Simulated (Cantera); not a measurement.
A closed system holds: 1 mol HI, 1.2 mol H2, 0.72 mol H2O, equilibrated at 3025 K and 10.0 Torr.

Equilibrium computed with Cantera from the NASA thermochemical tables; the gas is ideal and each condensed phase is pure. Candidate condensed phases: H2O, I2; 12 gas species. Kinetics and transport are ignored.

Base state: H 0.548, I 0.185, H2 0.138, O 0.0724, OH 0.0298, H2O 0.0221, O2 0.00460, HI 0.000817 (mole fractions); condensed: gas only.

Task: What changes in the equilibrium state with this change: H2 from 1.2 to 10 mol?

Result: 
```tsv
species	before	after
H	0.548	0.692
H2	0.138	0.220
I	0.185	0.0514
O	0.0724	0.0182
OH	0.0298	0.00948
H2O	0.0221	0.00889
O2	0.00460	0.000291
HI	0.000817	0.000287
```
